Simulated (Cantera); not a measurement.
**Adiabatic ignition**

An adiabatic, constant-pressure homogeneous reactor starts with 18.1 % CH4, 17.2 % O2, 64.7 % N2, equivalence ratio 2.1, at 1175 K and 19.7 atm.

Cantera simulation using GRI-Mech 3.0 (53 species, 325 reactions); the numbers are that mechanism's predictions, not measurements. The pressure lies above the range GRI-Mech 3.0 was tuned for (to about 10 atm).

| t (s) | T (K) | x CH4 | x O2 | x HO2 | x CO | x H2O | x CH2 | x O |
|---|---|---|---|---|---|---|---|---|
| 5.00e-6 | 1175 | 0.181 | 0.172 | 8.44e-8 | <1e-12 | 4.45e-9 | <1e-12 | 7.40e-12 |
| 1.13e-5 | 1175 | 0.181 | 0.172 | 1.80e-7 | 1.07e-11 | 2.68e-8 | <1e-12 | 1.82e-11 |
| 2.55e-5 | 1175 | 0.181 | 0.172 | 3.60e-7 | 1.49e-10 | 1.80e-7 | <1e-12 | 4.97e-11 |
| 5.74e-5 | 1175 | 0.181 | 0.172 | 6.18e-7 | 2.62e-9 | 1.31e-6 | <1e-12 | 1.53e-10 |
| 0.000130 | 1175 | 0.181 | 0.172 | 8.16e-7 | 5.35e-8 | 8.31e-6 | <1e-12 | 3.63e-10 |
| 0.000292 | 1175 | 0.181 | 0.172 | 1.01e-6 | 6.78e-7 | 3.34e-5 | <1e-12 | 4.60e-10 |
| 0.000660 | 1176 | 0.181 | 0.172 | 1.50e-6 | 5.63e-6 | 0.000108 | <1e-12 | 5.82e-10 |
| 0.00149 | 1177 | 0.180 | 0.172 | 3.11e-6 | 4.75e-5 | 0.000407 | <1e-12 | 9.96e-10 |
| 0.00336 | 1196 | 0.177 | 0.169 | 1.56e-5 | 0.000916 | 0.00357 | 1.37e-11 | 6.17e-9 |
| 0.00758 | 2207 | 5.74e-6 | 3.11e-8 | 1.06e-10 | 0.135 | 0.121 | 1.45e-9 | 1.12e-7 |
| 0.0171 | 2207 | 3.54e-8 | 3.11e-8 | 1.06e-10 | 0.135 | 0.120 | 9.27e-12 | 1.12e-7 |
| 0.0386 | 2207 | 3.53e-8 | 3.11e-8 | 1.06e-10 | 0.135 | 0.120 | 9.24e-12 | 1.12e-7 |
| 0.0871 | 2207 | 3.52e-8 | 3.11e-8 | 1.06e-10 | 0.135 | 0.120 | 9.22e-12 | 1.12e-7 |
| 0.196 | 2207 | 3.52e-8 | 3.11e-8 | 1.06e-10 | 0.135 | 0.120 | 9.21e-12 | 1.12e-7 |
| 0.443 | 2207 | 3.52e-8 | 3.11e-8 | 1.06e-10 | 0.135 | 0.120 | 9.21e-12 | 1.12e-7 |
| 1.00 | 2207 | 3.52e-8 | 3.11e-8 | 1.06e-10 | 0.135 | 0.120 | 9.21e-12 | 1.12e-7 |
x: mole fraction; the columns are a selection and need not sum to one.

```json
{
 "time_of_steepest_temperature_rise": "4.31 ms",
 "temperature at 1.00 s": "2207 K",
 "equilibrium_temperature": "2207 K",
 "x(CH4) at 1.00 s": "3.52e-8 (gas-phase equilibrium 3.91e-8)",
 "x(O2) at 1.00 s": "3.11e-8 (gas-phase equilibrium 3.11e-8)",
 "x(HO2) at 1.00 s": "1.06e-10 (gas-phase equilibrium 1.06e-10)"
}
```
